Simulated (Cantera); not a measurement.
What does this Cantera script print?

```python
import numpy as np
import cantera as ct

gas = ct.Solution("gri30.yaml")


def delay(T, t_max=10):
    gas.TPX = T, 30000, {'C3H8': 1, 'O2': 7.58, 'N2': 28.5}
    reactor = ct.IdealGasReactor(gas, clone=False)
    net = ct.ReactorNet([reactor])
    net.rtol, net.atol = 1e-8, 1e-16
    while net.time < t_max:
        t_old, T_old = net.time, reactor.T
        net.step()
        if reactor.T > T + 400:  # ignition: a rise of 400 K
            return t_old + (T + 400 - T_old) / (reactor.T - T_old) * (net.time - t_old)
    return np.nan


taus = []
for T in [1350, 1425, 1500, 1575, 1650]:
    taus.append(delay(T))
    print(f"T0 = {T:6g} K   tau = {taus[-1]:.4e} s")

# d ln(tau) / d ln(k), from doubling and halving each rate constant
T, sens = 1350, []
for i in range(gas.n_reactions):
    gas.set_multiplier(2.0, i)
    up = delay(T)
    gas.set_multiplier(0.5, i)
    down = delay(T)
    gas.set_multiplier(1.0, i)
    sens.append((np.log(up / down) / np.log(4.0), gas.reaction(i).equation))
sens.sort(key=lambda x: -abs(x[0]))
print(f"sensitivities at {T} K")
for s, eq in sens[:10]:
    print(f"{s:8.3f}  {eq}")
```

Result:

```
T0 =   1350 K   tau = 7.5152e-04 s
T0 =   1425 K   tau = 3.0640e-04 s
T0 =   1500 K   tau = 1.5240e-04 s
T0 =   1575 K   tau = 8.8172e-05 s
T0 =   1650 K   tau = 5.6998e-05 s
sensitivities at 1350 K
  -0.563  C2H5 + CH3 (+M) <=> C3H8 (+M)
  -0.373  H + O2 <=> O + OH
   0.308  C3H8 + H <=> C3H7 + H2
  -0.258  CH3 + HO2 <=> CH3O + OH
   0.222  2 CH3 (+M) <=> C2H6 (+M)
   0.220  C3H8 + OH <=> C3H7 + H2O
  -0.138  C2H5 + O2 <=> C2H4 + HO2
  -0.125  C2H4 + OH <=> C2H3 + H2O
  -0.114  CH3O + O2 <=> CH2O + HO2
   0.104  CH2O + H (+M) <=> CH3O (+M)
```

Model: GRI-Mech 3.0 (53 species, 325 reactions), integrated in Cantera. GRI-Mech 3.0 was tuned for natural gas; its chemistry of propane as a main component is partial and can be far from experiment.
